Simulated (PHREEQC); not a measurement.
Consider water at 25 °C with 0.0017 mol MnSO4, 0.0016 mol ZnCl2, 0.00025 mol NaHCO3 and 0.00011 mol Na2SO4 per kg of water. Closed to the air; pH follows from the charge balance.

The numbers come from PHREEQC with the ion-association model, wateq4f.dat.

This is a speciation only: nothing precipitates in the calculation.

Question: Estimate the pH.

Answer: pH 7.00.

Question: In which forms is C present?

Answer: HCO3- 66 %, CO2 13 %, ZnHCO3+ 7.5 %, MnHCO3+ 5.9 %, ZnCO3 5.1 %, MnCO3 2.2 % of the C.

The solution is supersaturated, for example in Rhodochrosite, ZnCO3:H2O, so a real one may precipitate; this is no full list. Complexes and solids missing from the database can't appear.
